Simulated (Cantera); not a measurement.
Feed: 1 mol CuO, 1.4 mol CH4, 0.046 mol CO, held at 47.0 mbar.

Cantera equilibrium calculation (NASA polynomials, part measured and part estimated; ideal gas, pure solids and liquids). Candidate condensed phases: C, C6H6, C7H8, C8H18, Cu, CuO, Cu(OH)2, Cu2O, H2O; 113 gas species. Equilibrium is a limit: real reactors are often held back by kinetics, nucleation or transport.

Task: What share of the Cu ends up in condensed phases as a function of T (K), at 1350, 1450, 1550, 1650, 1750, 1850, 1950, 2050, 2150, 2250, 2350?

Result: 
```
T (K)  Cu condensed (%)     as
-----  ----------------  -----
1350              100.0  Cu(s)
1450              100.0  Cu(l)
1550               99.8  Cu(l)
1650               99.3  Cu(l)
1750               97.5  Cu(l)
1850               92.0  Cu(l)
1950               76.6  Cu(l)
2050               34.2  Cu(l)
2150                0.0      -
2250                0.0      -
2350                0.0      -
```
